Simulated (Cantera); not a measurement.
Standard-state values (1 bar) from the NASA 1993 polynomials, evaluated with Cantera. Values are per mole of reaction as written; species without (g) are pure solids or liquids, kept so even where they would boil at 1 bar.

2 AlCl(g) ⇌ Cl2(g) + 2 Al(g)

```json
[
 {"T (K)": "2300", "ΔH° (kJ)": "?", "ΔS° (J/K)": "?", "ΔG° (kJ)": "?", "log10 K": "?"},
 {"T (K)": "2375", "ΔH° (kJ)": "770.7", "ΔS° (J/K)": "105.6", "ΔG° (kJ)": "519.8", "log10 K": "-11.43"},
 {"T (K)": "2450", "ΔH° (kJ)": "?", "ΔS° (J/K)": "?", "ΔG° (kJ)": "?", "log10 K": "?"},
 {"T (K)": "2525", "ΔH° (kJ)": "771.3", "ΔS° (J/K)": "105.9", "ΔG° (kJ)": "503.9", "log10 K": "-10.42"},
 {"T (K)": "2600", "ΔH° (kJ)": "?", "ΔS° (J/K)": "?", "ΔG° (kJ)": "?", "log10 K": "?"}
]
```

### Question
Some entries are withheld; supply them.

### Answer

- 2300, ΔH° (kJ): 770.4
- 2300, ΔS° (J/K): 105.5
- 2300, ΔG° (kJ): 527.7
- 2300, log10 K: -11.98
- 2450, ΔH° (kJ): 771.0
- 2450, ΔS° (J/K): 105.8
- 2450, ΔG° (kJ): 511.9
- 2450, log10 K: -10.91
- 2600, ΔH° (kJ): 771.6
- 2600, ΔS° (J/K): 106.0
- 2600, ΔG° (kJ): 496.0
- 2600, log10 K: -9.96
